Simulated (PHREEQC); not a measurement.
Consider water at 25 °C with 1.4 mol KOH, 0.05 mol Na2SO4 and 0.16 mol HBr per kg of water. Closed to the air; pH follows from the charge balance.

The numbers come from PHREEQC with the Pitzer model, pitzer.dat.

```yaml
pH: 14.05
ionic_strength: 1.55 mol/kgw
activity_of_water: 0.949
density: 1.074 g/cm³
osmotic_coefficient: 0.994
total_alkalinity: 1240 meq/kg
```

```csv
species,molality,activity,log γ
K+,1.40,0.895,-0.194
OH-,1.24,1.09,-0.057
Br-,0.160,0.0908,-0.246
Na+,0.100,0.0548,-0.261
SO4-2,0.0500,0.00271,-1.266
```

This is a speciation only: nothing precipitates in the calculation. In brines, pH and single-ion activities rest on the MacInnes convention.
